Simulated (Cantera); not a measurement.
Input (Python, Cantera) and output of one run.

```python
import numpy as np
import cantera as ct

gas_names = """
    B BH BH2 BH3 BN BO BO2 B2 B2O B2O2 B2O3 B3O3H3 H HBO HBO2 HNO HNO2 HNO3 HO2 H2 H2O H2O2 H3B3O6 N NH
    NH2 NH3 NH2OH NO NO2 NO3 N2 N2H2 N2H4 N2O O OH O2 O3
""".split()
cond_names = """
    B(b) B(L) BN(s) B2O3(L) B3O3H3(cr) H2O(s) H2O(L)
""".split()


# ... load() reads the species with a 1 bar reference pressure and builds the phases ...
atoms = {
    'B2O3': {'B': 2, 'O': 3},
    'NH3': {'N': 1, 'H': 3},
    'H2': {'H': 2},
}
top_T = {'BN(s)': 3200}  # K; cautious upper limits of use, not melting points


# ... equilibrate(T, P, feed) seeds the gas with the atoms and calls Mixture.equilibrate('TP', solver="vcs", rtol=1e-11, max_steps=5000) ...
results = []
feed = {'B2O3': 1, 'NH3': 17, 'H2': 0.2}  # mol
T = 973.15  # K
P = 65000  # Pa
mix = equilibrate(T, P, feed)
results.append((T, P, feed, dict(zip(mix.species_names, mix.species_moles))))
x = sorted(zip(gas.X, gas.species_names), reverse=True)
print(f"T = {T:g} K  P = {P:g} Pa  gas = {mix.phase_moles(0):.4g} mol")
print("   x: " + "  ".join(f"{s} {v:.3e}" for v, s in x if v > 1e-06))
print("   condensed (mol): " + ("  ".join(f"{mix.phase(i).name} {mix.phase_moles(i):.4g}"
      for i in range(1, mix.n_phases) if mix.phase_moles(i) > 1e-12) or "none"))
```

Result:

```
T = 973.15 K  P = 65000 Pa  gas = 34.15 mol
   x: H2 7.484e-01  N2 2.475e-01  H2O 3.984e-03  NH3 1.463e-04  H3B3O6 6.488e-06  HBO2 1.150e-06
   condensed (mol): BN(s) 0.09093  B2O3(L) 0.9542
```

Method: chemical equilibrium by Gibbs-energy minimisation in Cantera with the NASA 1993 tables (ideal gas, pure condensed phases). Gases not in the tables: H3BO3.
